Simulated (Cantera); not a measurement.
A closed system holds: 1 mol Fe2O3, 0.36 mol CH4, 0.11 mol CO, at 101000 Pa.

Cantera equilibrium calculation (NASA polynomials, part measured and part estimated; ideal gas, pure solids and liquids). Candidate condensed phases: C, C6H6, C7H8, C8H18, Fe, Fe(CO)5, FeO, Fe(OH)2, Fe(OH)3, Fe2O3, Fe3O4, H2O; 114 gas species. The tables' stoichiometric FeO is somewhat more stable than real wüstite, so its field is too wide. FeO: taken at fixed stoichiometry. Equilibrium is a limit: real reactors are often held back by kinetics, nucleation or transport.

log p: log10 of the partial pressure in bar; n: condensed amount in mol.

```csv
T (K),log p H2O,log p CO,log p H2,log p CO2,log p H,n FeO(s),n FeO(l)
1275,-0.44,-0.67,-0.60,-0.73,(withheld),2.00,0
1425,-0.42,-0.63,-0.63,-0.78,(withheld),2.00,0
1575,-0.41,-0.61,-0.66,-0.82,(withheld),2.00,0
1725,-0.39,-0.59,-0.68,-0.85,(withheld),0,2.00
1875,-0.39,-0.57,-0.70,-0.88,(withheld),0,2.00
2025,-0.38,-0.56,-0.71,-0.90,(withheld),0,2.00
2175,-0.37,-0.55,-0.73,-0.92,(withheld),0,2.00
```

### Question
What belongs in the gaps?

### Answer

- 1275, log p H: -6.43
- 1425, log p H: -5.48
- 1575, log p H: -4.71
- 1725, log p H: -4.07
- 1875, log p H: -3.53
- 2025, log p H: -3.07
- 2175, log p H: -2.67
